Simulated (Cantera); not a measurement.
A closed system holds: 1 mol (CH3)2SiCl2, 0.82 mol CH4, 1.8 mol H2, held at 1425 K and 2.60 mbar.

Method: chemical equilibrium by Gibbs-energy minimisation in Cantera with the NASA 1993 tables (ideal gas, pure condensed phases). Candidate condensed phases: C, C6H6, C7H8, C8H18, Si, SiC; 109 gas species. The feed counts by its element totals alone. The tables' values for SiCl3 are old estimates; treat these amounts as uncertain. Kinetics and transport are ignored.

Base state: H2 0.733, HCl 0.265, SiCl2 0.00155, H 0.000115, SiCl3 0.000102, Cl 3.39e-5, SiCl4 2.62e-5 (mole fractions); condensed: C(graphite) + SiC(s).

### Question
What changes in the equilibrium state with this change: temperature from 1425 K to 2075 K?

### Answer
```
species             before     after
----------------  --------  --------
H2                   0.733     0.703
HCl                  0.265     0.226
H                 0.000115    0.0438
Cl                 3.39e-5    0.0104
SiCl2              0.00155    0.0115
Si                 3.32e-9   0.00281
SiC2                 <1e-9  0.000163
Si2C                 <1e-9  0.000104
SiH                  <1e-9   6.87e-5
C(graphite), mol      1.83      1.92
SiC(s), mol          0.987     0.880
```
The tables' values for SiCl, SiCl3 are old estimates; treat these amounts as uncertain.
